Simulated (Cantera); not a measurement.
Ignition delay

Mixture: CH₄ : O₂ : N₂ = 1 : 1.18 : 6.71 (molar parts), equivalence ratio 1.7, at 120000 Pa, adiabatic and at constant pressure. Ignition delay is the time to a rise of 400 K.

Computed with Cantera and GRI-Mech 3.0 (53 species, 325 reactions).

| T0 (K) | delay (ms) |
|---|---|
| 1250 | 39.0 |
| 1325 | 14.6 |
| 1400 | 5.79 |
| 1475 | 2.43 |
| 1550 | 1.09 |
| 1625 | 0.532 |
| 1700 | 0.281 |

| Property | Result |
|---|---|
| apparent activation energy between 1550 and 1700 K | 200 kJ/mol |
